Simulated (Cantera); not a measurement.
Cantera run:

```python
import numpy as np
import cantera as ct

gas_names = """
    CH3 H2S C3H8
""".split()
cond_names = """
    S(cr1) S(cr2) S(L)
""".split()


# ... load() reads the species with a 1 bar reference pressure and builds the phases ...
species = {s.name: s for s in load("nasa_gas.yaml", gas_names) + load("nasa_condensed.yaml", cond_names)}
# Each term lists the table entries of one substance; the one whose range holds T is used.
reactions = {
    '6 CH3(g) + S = H2S(g) + 2 C3H8(g)':
        [(-6, ['CH3']), (-1, ['S(cr1)', 'S(cr2)', 'S(L)']), (1, ['H2S']), (2, ['C3H8'])],
}


def pick(names, T):
    return next(species[n] for n in names if species[n].thermo.min_temp <= T <= species[n].thermo.max_temp)


results = []
for label, terms in reactions.items():
    print(label)
    print("     T/K   dH/kJ  dS/(J/K)   dG/kJ   log10 K")
    for T in [450, 600, 750, 900, 1050]:
        used = [(nu, pick(names, T)) for nu, names in terms]
        dH = sum(nu * s.thermo.h(T) for nu, s in used) / 1e6
        dS = sum(nu * s.thermo.s(T) for nu, s in used) / 1e3
        dG = dH - T * dS / 1e3
        logK = -dG * 1e6 / (ct.gas_constant * T * np.log(10))
        results.append((label, T, dH, dS, dG, logK, [s.name for _, s in used]))
        print(f"{T:8g} {dH:8.1f} {dS:8.1f} {dG:8.1f} {logK:8.2f}")
```

Output:

```
6 CH3(g) + S = H2S(g) + 2 C3H8(g)
     T/K   dH/kJ  dS/(J/K)   dG/kJ   log10 K
     450  -1122.9   -481.1   -906.4   105.21
     600  -1129.4   -493.8   -833.1    72.53
     750  -1131.5   -497.1   -758.7    52.84
     900  -1131.7   -497.3   -684.1    39.70
    1050  -1130.7   -496.3   -609.6    30.32
```

Cantera with NASA thermochemical tables; ideal gases at 1 bar, condensed phases pure. Condensed species are held in their standard states even where they would react or evaporate.
